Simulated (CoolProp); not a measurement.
Vapour-liquid equilibrium of acetone (1) + benzene (2) at 0.0131 MPa; x and y are mole fractions of (1).

Values from CoolProp's multi-fluid Helmholtz-energy mixture model, Lemmon 2006 and Thol 2012; pair parameters Bell 2016.

| x | bubble temperature (°C) | y at the bubble point | dew temperature at overall composition x (°C) | liquid density (mol/L) |
|---|---|---|---|---|
| 0.05 | 22.9 | 0.161 | 24.9 | 11.30 |
| 0.2 | 17.4 | 0.445 | 22.2 | 11.66 |
| 0.35 | 14.1 | 0.601 | 19.4 | 12.02 |
| 0.5 | 11.7 | 0.710 | 16.3 | 12.39 |
| 0.65 | 9.9 | 0.800 | 13.0 | 12.79 |
| 0.8 | 8.4 | 0.884 | 9.9 | 13.22 |
| 0.95 | 7.1 | 0.970 | 7.3 | 13.69 |

No azeotrope shows between x = 0.05 and 0.95.

The pair parameters rest on a limited set of measurements; away from them the model extrapolates.
